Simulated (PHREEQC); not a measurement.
# Sulfide liquor: speciation

A solution holds 5e-06 mol H2S and 6e-06 mol FeCl2 per kg of water, at 40 °C. Closed to the air; pH follows from the charge balance.

Computed with PHREEQC (ion-association model, phreeqc.dat).

No solid was allowed to form.

### Question
Estimate the pH.

### Answer
pH 6.06.

### Question
In which forms is S present?

### Answer
H2S 83 %, HS- 16 % of the S.

Constants without temperature data keep their 25 °C values here.
